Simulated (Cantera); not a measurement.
**Premixed flame**

A freely propagating, adiabatic, planar premixed flame of H2 : O2 : N2 = 1 : 0.758 : 2.85 (molar parts), equivalence ratio 0.66, unburnt at 550 K and 30000 Pa; unity-Lewis-number transport, grid criteria slope 0.08 and curve 0.16, no radiation.

Detailed kinetics in Cantera: the H2/O2 subset of GRI-Mech 3.0, which has no nitrogen chemistry. Unity Lewis numbers drop preferential diffusion, which matters most where H2 and H carry the flame. Burning velocities carry a grid error of a few per cent, more on coarse grids. Lean hydrogen flames are cellular in practice and burn faster than this planar one.

```
z (mm)  T (K)  u (m/s)     x H2    x O2      x OH      x H    x HO2    x H2O
------  -----  -------  -------  ------  --------  -------  -------  -------
-4.32     550     2.85    0.217   0.164     <1e-8    <1e-8    <1e-8  1.86e-8
-2.88     550     2.85    0.217   0.164     <1e-8    <1e-8  1.67e-8  4.17e-7
-2.16     550     2.85    0.217   0.164     <1e-8    <1e-8  1.32e-7  3.33e-6
-1.44     550     2.85    0.217   0.164     <1e-8    <1e-8  2.27e-6  5.89e-5
-0.719    579     2.99    0.214   0.163   1.43e-5  5.16e-5  8.41e-5  0.00366
-0.360    764     3.90    0.187   0.151  0.000361  0.00367  7.83e-5   0.0307
0        1138     5.68   0.0923   0.109   0.00317   0.0334  3.49e-5    0.115
0.360    1390     6.81   0.0295  0.0757   0.00813   0.0460  1.94e-5    0.173
0.719    1517     7.37   0.0215  0.0691    0.0104   0.0375  1.48e-5    0.186
1.44     1659     7.97   0.0189  0.0661    0.0125   0.0257  1.13e-5    0.196
2.88     1798     8.54   0.0154  0.0639    0.0137   0.0155  8.18e-6    0.207
5.76     1923     9.04   0.0110  0.0622    0.0134  0.00792  5.48e-6    0.217
11.5     2021     9.43  0.00667  0.0613    0.0116  0.00328  3.43e-6    0.227
```
x: mole fraction of selected species; z is measured from the peak of heat release.

```
Item                         Value
------------------------  --------
laminar burning velocity  285 cm/s
thermal thickness          1.44 mm
peak x(OH)                  0.0138
peak x(H)                   0.0468
peak x(HO2)               0.000107
grid points                    125
```
